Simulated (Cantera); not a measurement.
# Equilibrium for silicon etching in halogen gases: Si + HF + H2 + F2

Feed: 1 mol Si, 5.2 mol HF, 1.6 mol H2, 9 mol F2, held at 90.0 Torr.

These are equilibrium values from Cantera (NASA tables, ideal gas, pure condensed phases), not measurements of a reactor. Candidate condensed phases: Si; 25 gas species. The numbers say what is thermodynamically allowed, not how fast it happens.

```
T (K)  log p HF  log p F  log p F2  log p SiF4  log p H2F2
-----  --------  -------  --------  ----------  ----------
598       -1.17    -4.56     -1.36       -2.09       -5.70
673       -1.17    -3.77     -1.36       -2.09       -5.99
748       -1.17    -3.13     -1.36       -2.09       -6.22
823       -1.17    -2.62     -1.38       -2.10       -6.42
898       -1.18    -2.20     -1.40       -2.10       -6.59
973       -1.19    -1.86     -1.46       -2.12       -6.75
1048      -1.21    -1.60     -1.58       -2.14       -6.90
1123      -1.24    -1.41     -1.76       -2.17       -7.05
1198      -1.27    -1.30     -2.01       -2.19       -7.19
1273      -1.28    -1.24     -2.32       -2.21       -7.29
1348      -1.29    -1.22     -2.65       -2.22       -7.37
1423      -1.30    -1.20     -2.96       -2.22       -7.44
1498      -1.30    -1.20     -3.26       -2.22       -7.49
```
log p: log10 of the partial pressure in bar; nothing condenses.

From 598 K to 1498 K nothing is condensed. The main Si-bearing gas is SiF4 throughout.
